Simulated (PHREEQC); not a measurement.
Make-up at 25 °C and 100 atm: 1.1 mol LiBr and 0.13 mol MgSO4 per kg of water. Closed to the air; pH follows from the charge balance.

Computed with PHREEQC (Pitzer model, pitzer.dat).

ionic strength: 1.62 mol/kgw
activity of water: 0.955
density: 1.082 g/cm³
osmotic coefficient: 1.031

| species | molality | activity | log γ |
|---|---|---|---|
| Br- | 1.10 | 0.674 | -0.213 |
| Li+ | 1.10 | 1.19 | 0.033 |
| Mg+2 | 0.130 | 0.0525 | -0.394 |
| SO4-2 | 0.130 | 0.00558 | -1.367 |
| MgOH+ | 4.85e-7 | 2.80e-7 | -0.239 |
| HSO4- | 3.70e-7 | 1.36e-7 | -0.434 |
| H+ | 2.49e-7 | 2.77e-7 | 0.047 |
| OH- | 1.34e-7 | 3.77e-8 | -0.550 |

Precipitation was switched off in this run. Under pressure, the constants of complexes without a molar volume in the database are unreliable.
